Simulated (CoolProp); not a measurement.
Properties of nitrous oxide along the isotherm -65.55 °C (Tc = 36.4 °C, pc = 7.245 MPa, ω = 0.161).

Computed with CoolProp (reference Helmholtz-energy equation of state, Lemmon 2006). It is a short technical equation, of lower accuracy than the large ones.

```json
[
 {"p (MPa)": "3.02", "phase": "liquid", "Z": "0.06606", "cp (kJ/(kg K))": "1.740", "fugacity coefficient": "0.1113"},
 {"p (MPa)": "6.04", "phase": "liquid", "Z": "0.1315", "cp (kJ/(kg K))": "1.727", "fugacity coefficient": "0.05942"},
 {"p (MPa)": "9.06", "phase": "liquid", "Z": "0.1964", "cp (kJ/(kg K))": "1.715", "fugacity coefficient": "0.04230"},
 {"p (MPa)": "12.1", "phase": "liquid", "Z": "0.2611", "cp (kJ/(kg K))": "1.704", "fugacity coefficient": "0.03383"},
 {"p (MPa)": "15.1", "phase": "liquid", "Z": "0.3246", "cp (kJ/(kg K))": "1.695", "fugacity coefficient": "0.02892"},
 {"p (MPa)": "18.1", "phase": "liquid", "Z": "0.3875", "cp (kJ/(kg K))": "1.686", "fugacity coefficient": "0.02573"},
 {"p (MPa)": "21.1", "phase": "liquid", "Z": "0.4500", "cp (kJ/(kg K))": "1.678", "fugacity coefficient": "0.02353"},
 {"p (MPa)": "24.1", "phase": "liquid", "Z": "0.5121", "cp (kJ/(kg K))": "1.670", "fugacity coefficient": "0.02196"},
 {"p (MPa)": "27.2", "phase": "liquid", "Z": "0.5759", "cp (kJ/(kg K))": "1.663", "fugacity coefficient": "0.02078"},
 {"p (MPa)": "30.2", "phase": "liquid", "Z": "0.6372", "cp (kJ/(kg K))": "1.656", "fugacity coefficient": "0.01994"},
 {"p (MPa)": "33.2", "phase": "liquid", "Z": "0.6982", "cp (kJ/(kg K))": "1.650", "fugacity coefficient": "0.01932"},
 {"p (MPa)": "36.2", "phase": "liquid", "Z": "0.7589", "cp (kJ/(kg K))": "1.644", "fugacity coefficient": "0.01887"}
]
```
